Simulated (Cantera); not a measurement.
A Cantera script and what it prints.

```python
import numpy as np
import cantera as ct

gas_names = """
    H H2 Hg
""".split()
cond_names = """
    Hg(cr) Hg(L)
""".split()


# ... load() reads the species with a 1 bar reference pressure and builds the phases ...
atoms = {
    'Hg': {'Hg': 1},
    'H2': {'H': 2},
}
top_T = {}  # K; cautious upper limits of use, not melting points


# ... equilibrate(T, P, feed) seeds the gas with the atoms and calls Mixture.equilibrate('TP', solver="vcs", rtol=1e-11, max_steps=5000) ...
results = []
feed = {'Hg': 1, 'H2': 0.062}  # mol
T = 1573.15  # K
P = 15  # Pa
mix = equilibrate(T, P, feed)
results.append((T, P, feed, dict(zip(mix.species_names, mix.species_moles))))
print(gas.report(threshold=1e-05))
for i in range(1, mix.n_phases):
    print(f"{mix.phase(i).name:16s} {mix.phase_moles(i):12.5e} mol")
```

Output:

```
       temperature   1573.2 K
          pressure   15 Pa
           density   0.00021666 kg/m^3
  mean mol. weight   188.92 kg/kmol
   phase of matter   gas

                          1 kg             1 kmol
                     ---------------   ---------------
          enthalpy        4.5075e+05        8.5156e+07  J
   internal energy        3.8151e+05        7.2076e+07  J
           entropy            1497.5        2.8291e+05  J/K
    Gibbs function        -1.905e+06        -3.599e+08  J
 heat capacity c_p            113.65             21471  J/K
 heat capacity c_v            69.642             13157  J/K

                      mass frac. Y      mole frac. X     chem. pot. / RT
                     ---------------   ---------------   ---------------
                 H        4.2712e-06        0.00080052           -15.198
                H2        0.00061846          0.057957           -30.396
                Hg           0.99938           0.94124           -27.349

Hg(L)             0.00000e+00 mol
```

Method: chemical equilibrium by Gibbs-energy minimisation in Cantera with the NASA 1993 tables (ideal gas, pure condensed phases).
